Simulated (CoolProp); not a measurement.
A simple Rankine cycle with R1224YDZ: condensing at 320.15 K, boiler at 0.869 MPa, turbine inlet 362.2 K, turbine efficiency 0.8, pump efficiency 0.6, no recuperator. Each further row changes one setting.

The numbers come from the reference Helmholtz-energy equation of state, Akasaka 2023 in CoolProp.

| case | thermal efficiency (%) | net work (kJ/kg) | heat in (kJ/kg) | turbine exit temperature (K) | volume ratio over the turbine |
|---|---|---|---|---|---|
| as stated | (withheld) | (withheld) | 179 | 334.7 | (withheld) |
| turbine inlet 382.2 K | 7.4 | 14.8 | 200 | (withheld) | 2.96 |
| condensing temperature 312.15 K | 8.8 | 16.7 | 189 | 329.3 | 3.89 |
| boiler pressure 0.608 MPa | 5.2 | 9.54 | (withheld) | (withheld) | (withheld) |
| turbine efficiency 0.7 | 6.5 | 11.7 | 179 | 336.7 | (withheld) |

Question: Complete the blanks.

Answer: 
- as stated, thermal efficiency (%): 7.5
- as stated, net work (kJ/kg): 13.4
- as stated, volume ratio over the turbine: 3.04
- turbine inlet 382.2 K, turbine exit temperature (K): 356.2
- boiler pressure 0.608 MPa, heat in (kJ/kg): 185
- boiler pressure 0.608 MPa, turbine exit temperature (K): 345.4
- boiler pressure 0.608 MPa, volume ratio over the turbine: 2.04
- turbine efficiency 0.7, volume ratio over the turbine: 3.06
